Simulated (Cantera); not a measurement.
## Hydrocarbon pyrolysis for carbon deposition

An isothermal, constant-pressure homogeneous reactor starts with CH4 : N2 = 1 : 66 (molar parts), at 1475 K and 0.00790 atm.

Model: GRI-Mech 3.0 (53 species, 325 reactions), integrated in Cantera. GRI-Mech 3.0 stops at C3 and has no aromatics, soot or wall deposition, so with more carbon than oxygen in the feed, carbon stays in small species such as C2H2 where larger ones or solid carbon would form. Radical loss at walls, strong at low pressure, is not modelled.

```tsv
t (s)	x CH4	x C2H	x C2H2	x H	x CH2
0.000200	0.0149	<1e-12	<1e-12	3.81e-9	<1e-12
0.000479	0.0149	<1e-12	<1e-12	6.99e-9	<1e-12
0.00115	0.0149	<1e-12	<1e-12	9.93e-9	<1e-12
0.00275	0.0149	<1e-12	<1e-12	1.08e-8	<1e-12
0.00660	0.0149	<1e-12	<1e-12	1.08e-8	<1e-12
0.0158	0.0149	<1e-12	<1e-12	1.08e-8	2.03e-12
0.0379	0.0149	<1e-12	3.52e-12	1.09e-8	9.83e-12
0.0909	0.0149	<1e-12	1.19e-10	1.13e-8	5.13e-11
0.218	0.0149	<1e-12	3.98e-9	1.34e-8	2.76e-10
0.522	0.0149	<1e-12	1.33e-7	2.56e-8	1.47e-9
1.25	0.0148	7.02e-12	4.37e-6	1.02e-7	7.30e-9
3.00	0.0141	1.49e-10	0.000127	6.75e-7	2.70e-8
```
x: mole fraction; the columns are a selection and need not sum to one.

Equilibrium at this temperature and pressure: CH4 8.09e-7, C2H 1.22e-9, C2H2 0.000769, H 2.17e-5, CH2 1.27e-11 (gas phase only).
